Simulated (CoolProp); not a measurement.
Vapour-liquid equilibrium of ammonia (1) + benzene (2) at 102.55 °C; x and y are mole fractions of (1).

Computed with CoolProp (multi-fluid Helmholtz-energy mixture model, Gao 2020 and Thol 2012; pair parameters Bell 2016).

### Question
Give the bubble pressure and the first vapour's composition at x = 0.15, 0.25, 0.75. Is there an azeotrope?

### Answer
x = 0.15: 1.522 MPa, y = 0.861; x = 0.25: 2.292 MPa, y = 0.903; x = 0.75: 4.777 MPa, y = 0.958. No azeotrope shows between x = 0.05 and 0.95.

Pair parameters are fitted to limited data, so mixtures are less certain than the pure fluids. The gap from Raoult's law changes sign with composition, which may be real or a fault of the pair parameters; it wasn't checked against measurements.
